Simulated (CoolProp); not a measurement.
Vapour-liquid equilibrium of R143a (1) + propane (2) at 36.35 °C; x and y are mole fractions of (1).

Computed with CoolProp (multi-fluid Helmholtz-energy mixture model, Lemmon and Jacobsen 2000 and Lemmon 2009; pair parameters Bell 2016).

| x | bubble pressure, mixture model (MPa) | bubble pressure, Raoult's law (MPa) | y, mixture model | y, Raoult's law |
|---|---|---|---|---|
| 0.05 | 1.396 | 1.279 | [?] | 0.066 |
| 0.125 | 1.556 | 1.310 | 0.237 | 0.160 |
| 0.2 | 1.672 | 1.342 | 0.322 | 0.250 |
| 0.275 | 1.758 | 1.373 | 0.387 | 0.336 |
| 0.35 | 1.822 | 1.405 | [?] | 0.418 |
| 0.425 | 1.868 | 1.436 | 0.493 | 0.497 |
| 0.5 | 1.899 | 1.468 | [?] | 0.572 |
| 0.575 | 1.916 | 1.499 | 0.591 | 0.644 |
| 0.65 | [?] | 1.531 | 0.643 | 0.712 |
| 0.725 | 1.905 | 1.562 | 0.700 | 0.779 |
| 0.8 | 1.873 | 1.594 | 0.764 | 0.842 |
| 0.875 | [?] | 1.625 | 0.839 | 0.903 |
| 0.95 | 1.744 | 1.657 | 0.929 | 0.962 |

Q: Some entries are withheld; supply them.

A: 
- 0.05, y, mixture model: 0.117
- 0.35, y, mixture model: 0.442
- 0.5, y, mixture model: 0.541
- 0.65, bubble pressure, mixture model (MPa): 1.918
- 0.875, bubble pressure, mixture model (MPa): 1.821

The largest gap from Raoult's law is +30.1 % in bubble pressure, at x = 0.425. y crosses x between x = 0.575 and 0.65: the model has an azeotrope there.

The pair parameters rest on a limited set of measurements; away from them the model extrapolates.
